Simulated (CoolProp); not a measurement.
A single-stage vapour-compression cycle with n-perfluoropentane: evaporating at 297.15 K (dew point), condensing at 336.15 K (bubble point), superheat 0 K, subcooling 2 K, compressor efficiency 0.85, no pressure losses. Each further row changes one setting.

The numbers come from the reference Helmholtz-energy equation of state, Gao 2022 in CoolProp.

```
case                              cooling COP  pressure ratio  discharge temperature (K)  refrigerating effect (kJ/kg)  volumetric capacity (kJ/m³)
--------------------------------  -----------  --------------  -------------------------  ----------------------------  ---------------------------
as stated                                4.60            3.62                      336.1                          52.1                          530
evaporating temperature 302.15 K         5.68            3.00                      336.1                          55.9                          680
condensing temperature 331.15 K          5.66            3.13                      331.1                          57.7                          587
subcooling 7 K                           5.10            3.62                      336.1                          57.7                          587
superheat 10 K                           4.86            3.62                      336.1                          60.3                          590
compressor efficiency 0.75               4.06            3.62                      336.1                          52.1                          530
```

The compression ends wet for: as stated; evaporating temperature 302.15 K; condensing temperature 331.15 K; subcooling 7 K; superheat 10 K; compressor efficiency 0.75.
